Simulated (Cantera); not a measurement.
An isothermal, constant-pressure homogeneous reactor starts with NO : N2 = 1 : 0.43 (molar parts), at 1773 K and 0.0263 atm. Integrator tolerance rtol = 1e-08.

Cantera simulation using GRI-Mech 3.0 (53 species, 325 reactions); the numbers are that mechanism's predictions, not measurements. Radical loss at walls, strong at low pressure, is not modelled.

```tsv
quantity	before	after
x(NO) at 80.0 s	0.347 (gas-phase equilibrium 0.00443)	0.0129 (gas-phase equilibrium 0.0129)
x(O) at 80.0 s	0.000251 (gas-phase equilibrium 0.000341)	0.00700 (gas-phase equilibrium 0.00700)
x(O2) at 80.0 s	0.176 (gas-phase equilibrium 0.347)	0.338 (gas-phase equilibrium 0.338)
x(NO2) at 80.0 s	0.000135 (gas-phase equilibrium 2.47e-6)	3.65e-6 (gas-phase equilibrium 3.65e-6)
x(N2O) at 80.0 s	3.46e-5 (gas-phase equilibrium 3.79e-8)	1.06e-7 (gas-phase equilibrium 1.06e-7)
x(N2) at 80.0 s	0.477 (gas-phase equilibrium 0.648)	0.642 (gas-phase equilibrium 0.642)
```

Q: Name the change that produced these shifts.
A. temperature 1773 to 1550 K
B. temperature 1773 to 2150 K
C. temperature 1773 to 1725 K
D. temperature 1773 to 1800 K

A: B, temperature 1773 to 2150 K
